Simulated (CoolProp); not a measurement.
Saturation properties of CF4 (R14) (Tc = -45.8 °C, pc = 3762 kPa, ω = 0.178).

The numbers come from the reference Helmholtz-energy equation of state, Platzer 1990 in CoolProp. This equation is an older, rougher fit; its heat capacities, sound speeds and derivatives of the liquid may be far off and weren't checked against measurements.

```json
[
 {"T (°C)": "-126.55", "p (kPa)": "112.4", "vapour density (kg/m³)": "8.436", "surface tension (mN/m)": "11.7", "liquid viscosity (µPa s)": "227", "vapour viscosity (µPa s)": "8.83"},
 {"T (°C)": "-124.45", "p (kPa)": "129.6", "vapour density (kg/m³)": "9.630", "surface tension (mN/m)": "11.4", "liquid viscosity (µPa s)": "219", "vapour viscosity (µPa s)": "8.98"},
 {"T (°C)": "-122.25", "p (kPa)": "149.7", "vapour density (kg/m³)": "11.02", "surface tension (mN/m)": "11.0", "liquid viscosity (µPa s)": "211", "vapour viscosity (µPa s)": "9.14"},
 {"T (°C)": "-120.05", "p (kPa)": "172.1", "vapour density (kg/m³)": "12.55", "surface tension (mN/m)": "10.6", "liquid viscosity (µPa s)": "203", "vapour viscosity (µPa s)": "9.30"},
 {"T (°C)": "-117.85", "p (kPa)": "197.0", "vapour density (kg/m³)": "14.25", "surface tension (mN/m)": "10.2", "liquid viscosity (µPa s)": "195", "vapour viscosity (µPa s)": "9.46"},
 {"T (°C)": "-115.65", "p (kPa)": "224.6", "vapour density (kg/m³)": "16.12", "surface tension (mN/m)": "9.81", "liquid viscosity (µPa s)": "188", "vapour viscosity (µPa s)": "9.62"},
 {"T (°C)": "-113.45", "p (kPa)": "254.9", "vapour density (kg/m³)": "18.17", "surface tension (mN/m)": "9.43", "liquid viscosity (µPa s)": "182", "vapour viscosity (µPa s)": "9.79"},
 {"T (°C)": "-111.25", "p (kPa)": "288.4", "vapour density (kg/m³)": "20.42", "surface tension (mN/m)": "9.05", "liquid viscosity (µPa s)": "175", "vapour viscosity (µPa s)": "9.96"},
 {"T (°C)": "-109.05", "p (kPa)": "325.0", "vapour density (kg/m³)": "22.88", "surface tension (mN/m)": "8.68", "liquid viscosity (µPa s)": "169", "vapour viscosity (µPa s)": "10.1"},
 {"T (°C)": "-106.95", "p (kPa)": "363.1", "vapour density (kg/m³)": "25.44", "surface tension (mN/m)": "8.32", "liquid viscosity (µPa s)": "164", "vapour viscosity (µPa s)": "10.3"},
 {"T (°C)": "-104.75", "p (kPa)": "406.6", "vapour density (kg/m³)": "28.36", "surface tension (mN/m)": "7.95", "liquid viscosity (µPa s)": "159", "vapour viscosity (µPa s)": "10.5"},
 {"T (°C)": "-102.55", "p (kPa)": "453.8", "vapour density (kg/m³)": "31.53", "surface tension (mN/m)": "7.59", "liquid viscosity (µPa s)": "153", "vapour viscosity (µPa s)": "10.7"},
 {"T (°C)": "-100.35", "p (kPa)": "505.0", "vapour density (kg/m³)": "34.99", "surface tension (mN/m)": "7.23", "liquid viscosity (µPa s)": "148", "vapour viscosity (µPa s)": "10.8"}
]
```

It boils at -128.0 °C under 1 atm.

Viscosity comes from a separate model (Huber 2003), an estimate that may be off by 10 % or more. Surface tension comes from a separate correlation (Mulero 2012).
